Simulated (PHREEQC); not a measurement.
Solution (2.3 °C): 0.0017 mol/kgw BaCl2, 0.044 mol/kgw NaF and 4.4e-05 mol/kgw H4SiO4. Closed to the air; pH follows from the charge balance.

Computed with PHREEQC (ion-association model, wateq4f.dat).

Each row changes one thing in this solution. This is a speciation only: nothing precipitates in the calculation.

| case | pH | NaF (mol/kgw) | HF (mol/kgw) | H3SiO4- (mol/kgw) | HF2- (mol/kgw) | SI of Quartz (SiO2) |
|---|---|---|---|---|---|---|
| as made | 7.96 | 0.000725 | 3.89e-7 | 2.89e-7 | 5.11e-8 | -0.01 |
| NaF from 0.044 to 0.0044 mol/kgw | 7.53 | 9.10e-6 | 1.19e-7 | 9.69e-8 | 1.57e-9 | -0.01 |
| temperature from 2.3 to 15 °C | 7.84 | 0.000720 | 6.40e-7 | 3.75e-7 | 9.82e-8 | -0.22 |
| BaCl2 replaced by KCl at the same molality | 7.97 | 0.000733 | 3.87e-7 | 2.90e-7 | 5.09e-8 | -0.01 |
| 0.0019 mol/kgw KCl added | 7.96 | 0.000721 | 3.89e-7 | 2.89e-7 | 5.11e-8 | -0.01 |
| temperature from 2.3 to 50 °C | 7.54 | 0.000703 | 2.39e-6 | 5.84e-7 | 4.53e-7 | -0.72 |

Complexes and solids missing from the database can't appear. Away from 25 °C the constants follow the database's enthalpies or fits; those with neither stay at their 25 °C values. SiF6-2 is the database's only silicon fluoride.
